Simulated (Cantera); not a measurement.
Standard-state values (1 bar) from the NASA 1993 polynomials, evaluated with Cantera. Values are per mole of reaction as written; species without (g) are pure solids or liquids, kept so even where they would boil at 1 bar.

2 CF₃(g) + Pb → PbF₂ + 2 CF₂(g), with ΔH° = -100.4 kJ and ΔS° = -0.2 J/K at 300 K.

Question: How far is the shortcut ΔG° ≈ ΔH°(300 K) − T·ΔS°(300 K) from the full temperature-dependent value at 675, 825, 975, 1125, 1275, 1425, 1575, 1725, 1875, 2025 K?

Answer: 
| T (K) | shortcut (kJ) | full (kJ) | difference (kJ) | difference in log10 K | condensed phases |
|---|---|---|---|---|---|
| 675 | -100.2 | -103.5 | 3.2 | -0.25 | Pb(l), PbF₂(s) |
| 825 | -100.2 | -106.6 | 6.4 | -0.40 | Pb(l), PbF₂(s) |
| 975 | -100.2 | -110.7 | 10.5 | -0.56 | Pb(l), PbF₂(s) |
| 1125 | -100.1 | -115.5 | 15.3 | -0.71 | Pb(l), PbF₂(l) |
| 1275 | -100.1 | -122.4 | 22.3 | -0.91 | Pb(l), PbF₂(l) |
| 1425 | -100.1 | -130.0 | 29.9 | -1.10 | Pb(l), PbF₂(l) |
| 1575 | -100.1 | -138.1 | 38.0 | -1.26 | Pb(l), PbF₂(l) |
| 1725 | -100.0 | -146.7 | 46.6 | -1.41 | Pb(l), PbF₂(l) |
| 1875 | -100.0 | -155.7 | 55.7 | -1.55 | Pb(l), PbF₂(l) |
| 2025 | -100.0 | -165.1 | 65.1 | -1.68 | Pb(l), PbF₂(l) |
The shortcut ignores heat capacities and the phase changes listed.
